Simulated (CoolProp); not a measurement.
Vapour-liquid equilibrium of methanol (1) + ethanol (2) at 340.9 K; x and y are mole fractions of (1).

Computed with CoolProp (multi-fluid Helmholtz-energy mixture model, de Reuck 1993 and Schroeder 2014; pair parameters Bell 2016).

Q: Give the bubble pressure and the first vapour's composition at x = 0.05, 0.35, 0.65. Is there an azeotrope?

A: x = 0.05: 0.06808 MPa, y = 0.085; x = 0.35: 0.08235 MPa, y = 0.475; x = 0.65: 0.09664 MPa, y = 0.759. No azeotrope shows between x = 0.05 and 0.95.

The pair parameters rest on a limited set of measurements; away from them the model extrapolates.
